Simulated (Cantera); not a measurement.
Feed: 1 mol SiC, 0.19 mol N₂O, 880 mol N₂, held at 1 atm.

Cantera equilibrium calculation (NASA polynomials, part measured and part estimated; ideal gas, pure solids and liquids). Candidate condensed phases: C, Si, SiC, SiO₂, Si₂N₂O, Si₃N₄; 34 gas species. Mutual solubility and eutectic melting of coexisting phases are not modelled. Equilibrium is a limit: real reactors are often held back by kinetics, nucleation or transport.

x: gas mole fraction; n: condensed amount in mol.

| T (°C) | x N₂ | x CO | x SiO | x Si | x SiN | x C₂N₂ | x Si₂N | n C(graphite) | n Si₂N₂O(s) | n Si₃N₄(s) | n SiC(s) |
|---|---|---|---|---|---|---|---|---|---|---|---|
| 1052 | 1.000 | 2.75e-6 | 6.68e-11 | <1e-12 | <1e-12 | 1.26e-10 | <1e-12 | 0.998 | 0.188 | 0.208 | 0 |
| 1102 | 1.000 | 8.11e-6 | 4.53e-10 | <1e-12 | <1e-12 | 3.55e-10 | <1e-12 | 0.993 | 0.183 | 0.211 | 0 |
| 1152 | 1.000 | 2.22e-5 | 2.68e-9 | <1e-12 | 1.32e-12 | 9.26e-10 | <1e-12 | 0.980 | 0.170 | 0.220 | 0 |
| 1202 | 1.000 | ___ | ___ | ___ | 7.61e-12 | ___ | <1e-12 | 0.950 | ___ | ___ | 0 |
| 1252 | 1.000 | 0.000135 | 6.57e-8 | 3.34e-11 | 3.89e-11 | 5.22e-9 | <1e-12 | 0.881 | 0.0708 | 0.286 | 0 |
| 1302 | 1.000 | 0.000216 | 1.96e-7 | 1.88e-10 | 1.79e-10 | 1.14e-8 | <1e-12 | 0.810 | 0 | 0.333 | 0 |
| 1352 | 1.000 | 0.000216 | 3.52e-7 | 9.46e-10 | 7.48e-10 | 2.38e-8 | 7.57e-12 | 0.810 | 0 | 0.333 | 0 |
| 1402 | 1.000 | 0.000215 | 6.10e-7 | 4.32e-9 | 2.87e-9 | 4.75e-8 | 5.22e-11 | 0.810 | 0 | 0.333 | 0 |
| 1452 | 1.000 | 0.000215 | 1.09e-6 | 1.81e-8 | 1.01e-8 | 7.94e-8 | 3.20e-10 | 0 | 0 | 0.0627 | 0.811 |
| 1502 | 1.000 | 0.000213 | 2.47e-6 | 6.95e-8 | 3.34e-8 | 7.52e-8 | 1.77e-9 | 0 | 0 | 0.0619 | 0.812 |
| 1552 | 1.000 | 0.000211 | ___ | ___ | 1.03e-7 | 7.15e-8 | ___ | 0 | 0 | 0.0602 | 0.814 |
| 1602 | 1.000 | 0.000205 | 1.07e-5 | 8.26e-7 | 2.98e-7 | 6.83e-8 | 4.08e-8 | 0 | 0 | 0.0568 | 0.819 |

What belongs in the gaps?


- 1202, x CO: 5.65e-5
- 1202, x SiO: 1.40e-8
- 1202, x Si: 5.28e-12
- 1202, x C₂N₂: 2.27e-9
- 1202, n Si₂N₂O(s): 0.140
- 1202, n Si₃N₄(s): 0.240
- 1552, x SiO: 5.28e-6
- 1552, x Si: 2.48e-7
- 1552, x Si₂N: 8.89e-9
